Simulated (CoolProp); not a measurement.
Computed with CoolProp (reference Helmholtz-energy equation of state, McLinden 2015).

### Question
Give the vapour pressure (MPa), liquid density (kg/m³), liquid cp (kJ/(kg K)), vapour Z of saturated the fluoroketone C6F12O (FK-5-1-12) at 329.5, 367.6, 386.6 K.

### Answer
| T (K) | p (MPa) | liquid density (kg/m³) | liquid cp (kJ/(kg K)) | vapour Z |
|---|---|---|---|---|
| 329.5 | 0.130 | 1500 | 1.13 | 0.923 |
| 367.6 | 0.389 | 1360 | 1.19 | 0.833 |
| 386.6 | 0.615 | 1280 | 1.23 | 0.768 |
